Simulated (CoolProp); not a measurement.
Vapour-liquid equilibrium of toluene (1) + n-nonane (2) at 0.000288 MPa; x and y are mole fractions of (1).

Computed with CoolProp (multi-fluid Helmholtz-energy mixture model, Lemmon 2006 and Lemmon 2006; pair parameters Bell 2016).

```
x      bubble temperature (°C)  y at the bubble point  dew temperature at overall composition x (°C)  liquid density (mol/L)
-----  -----------------------  ---------------------  ---------------------------------------------  ----------------------
0.05                       7.6                  0.410                                           13.7                   5.796
0.125                      1.0                  0.668                                           12.6                   6.031
0.2                       -3.3                  0.781                                           11.4                   6.265
0.275                     -6.2                  0.841                                           10.2                   6.504
0.35                      -8.3                  0.877                                            8.8                   6.754
0.425                     -9.9                  0.901                                            7.3                   7.017
0.5                      -11.2                  0.919                                            5.6                   7.296
0.575                    -12.2                  0.933                                            3.7                   7.593
0.65                     -13.1                  0.944                                            1.6                   7.911
0.725                    -13.9                  0.955                                           -1.0                   8.254
0.8                      -14.7                  0.966                                           -4.1                   8.625
0.875                    -15.4                  0.978                                           -8.2                   9.026
0.95                     -16.2                  0.990                                          -13.5                   9.463
```

No azeotrope shows between x = 0.05 and 0.95.

Pair parameters are fitted to limited data, so mixtures are less certain than the pure fluids.
